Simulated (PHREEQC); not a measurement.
NaOH is added in steps, without added water, to 1 kg of water holding 0.071 mol HCl, 0.00016 mol Al2(SO4)3 and 0.002 mol Na2SO4, at 25 °C. Oxygen is held at 0.21 atm. CO2 from the air is kept out. Solids allowed: Al(OH)3(a), Basaluminite, Halite, Mirabilite. Others were left out.

Base run: PHREEQC, ion-association model, wateq4f.dat. Each further column changes one thing. The table gives SO4-2 (mol/kgw).

```
NaOH added (mol)      base  all activity coefficients set to 1  metal-ligand complexes left out  Davies equation for every ion  database phreeqc.dat
----------------  --------  ----------------------------------  -------------------------------  -----------------------------  --------------------
0                 0.000622                                 [?]                         0.000638                       0.000655              0.000623
0.006667          0.000666                            0.000325                         0.000687                       0.000701              0.000667
0.01667           0.000745                                 [?]                         0.000776                       0.000783              0.000747
0.02333           0.000809                            0.000410                         0.000850                       0.000848              0.000811
0.03333           0.000929                            0.000487                         0.000989                       0.000971              0.000930
0.04               0.00103                            0.000557                          0.00111                            [?]               0.00103
0.04667            0.00115                            0.000649                          0.00126                        0.00120               0.00116
0.05667            0.00141                            0.000864                          0.00159                        0.00145               0.00141
0.06333            0.00165                             0.00111                          0.00192                        0.00169               0.00165
0.07333            0.00215                             0.00179                          0.00248                        0.00215               0.00215
0.08               0.00213                             0.00175                          0.00248                        0.00213               0.00213
```

Q: Fill in the missing entries.

A: 
- 0, all activity coefficients set to 1: 0.000300
- 0.01667, all activity coefficients set to 1: 0.000371
- 0.04, Davies equation for every ion: 0.00107

 phreeqc.dat and wateq4f.dat share most of their constants, so their agreement is no independent check. Solids allowed in the column 'database phreeqc.dat': Al(OH)3(a), Halite.
